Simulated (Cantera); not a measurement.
Feed: 1 mol SiH₄, 0.29 mol C₂H₂, 24 mol H₂, at 900 °C and 32.0 mbar.

These are equilibrium values from Cantera (NASA tables, ideal gas, pure condensed phases), not measurements of a reactor. Candidate condensed phases: C, C₆H₆, C₇H₈, C₈H₁₈, Si, SiC; 87 gas species. Mutual solubility and eutectic melting of coexisting phases are not modelled. Kinetics and transport are ignored.

Base state: H₂ 1.000 (mole fractions); condensed: Si(s) + SiC(s).

Problem. What changes in the equilibrium state with this change: SiH₄ replaced by SiHCl₃?

Solution. 
```json
[
 {"species": "H₂", "before": "1.000", "after": "0.921"},
 {"species": "HCl", "before": "0", "after": "0.0633"},
 {"species": "SiCl₄", "before": "0", "after": "0.00771"},
 {"species": "SiCl₂", "before": "0", "after": "0.00396"},
 {"species": "SiHCl₃", "before": "0", "after": "0.00262"},
 {"species": "Si(s), mol", "before": "0.420", "after": "0"},
 {"species": "SiC(s), mol", "before": "0.580", "after": "0.580"}
]
```
The tables' values for SiCl₃ are old estimates; treat these amounts as uncertain.

Problem. What changes in the equilibrium state with this change: temperature from 900 °C to 1925 °C?

Solution. 
```json
[
 {"species": "H₂", "before": "1.000", "after": "0.956"},
 {"species": "H", "before": "6.61e-7", "after": "0.0304"},
 {"species": "Si", "before": "<1e-9", "after": "0.0113"},
 {"species": "SiH", "before": "<1e-9", "after": "0.000878"},
 {"species": "Si₂C", "before": "<1e-9", "after": "0.000658"},
 {"species": "Si₂", "before": "<1e-9", "after": "0.000180"},
 {"species": "SiH₂", "before": "6.83e-9", "after": "0.000282"},
 {"species": "Si₃", "before": "<1e-9", "after": "3.52e-5"},
 {"species": "Si(s), mol", "before": "0.420", "after": "0"},
 {"species": "SiC(s), mol", "before": "0.580", "after": "0.560"},
 {"species": "Si(l), mol", "before": "0", "after": "0.0544"}
]
```
Gases not in the tables: Si₂H₆ and higher silanes.
